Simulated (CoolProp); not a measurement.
The numbers come from the reference Helmholtz-energy equation of state, Lemmon 2006 in CoolProp. It is a short technical equation, of lower accuracy than the large ones.

### Question
Give the vapour pressure (bar), enthalpy of vaporisation (kJ/kg), liquid cp (kJ/(kg K)), vapour Z of saturated nitrous oxide at 217.5 K.

### Answer
| T (K) | p (bar) | enthalpy of vaporisation (kJ/kg) | liquid cp (kJ/(kg K)) | vapour Z |
|---|---|---|---|---|
| 217.5 | 5.16 | 334 | 1.78 | 0.917 |
